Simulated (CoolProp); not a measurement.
Computed with CoolProp (reference Helmholtz-energy equation of state, Thol 2018).

For hydrogen chloride, give the phase and the cp (kJ/(kg K)), cv (kJ/(kg K)), speed of sound (m/s), Joule-Thomson coefficient (K/MPa) at 388.95 °C and 3.37 MPa; 80.95 °C and 0.545 MPa; -78.25 °C and 36.1 MPa.


- 388.95 °C and 3.37 MPa: gas; cp 0.844, cv 0.593, speed of sound 458, Joule-Thomson coefficient 3.17
- 80.95 °C and 0.545 MPa: gas; cp 0.828, cv 0.581, speed of sound 333, Joule-Thomson coefficient 10.6
- -78.25 °C and 36.1 MPa: liquid; cp 1.59, cv 1.04, speed of sound 1200, Joule-Thomson coefficient -0.342
